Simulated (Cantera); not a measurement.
Input: 1 mol Si, 6.5 mol NF₃, 5.4 mol H₂, held at 1423.15 K and 1.10 mbar.

These are equilibrium values from Cantera (NASA tables, ideal gas, pure condensed phases), not measurements of a reactor. Candidate condensed phases: Si, Si₃N₄; 37 gas species. The numbers say what is thermodynamically allowed, not how fast it happens.

Base state: HF 0.547, F 0.238, N₂ 0.165, SiF₄ 0.0506, F₂ 1.73e-5 (mole fractions); condensed: gas only.

Question: What changes in the equilibrium state with this change: H₂ from 5.4 to 7.7 mol?

Answer: 
| species | before | after |
|---|---|---|
| HF | 0.547 | 0.780 |
| N₂ | 0.165 | 0.165 |
| SiF₄ | 0.0506 | 0.0506 |
| F | 0.238 | 0.00506 |
| F₂ | 1.73e-5 | 7.82e-9 |
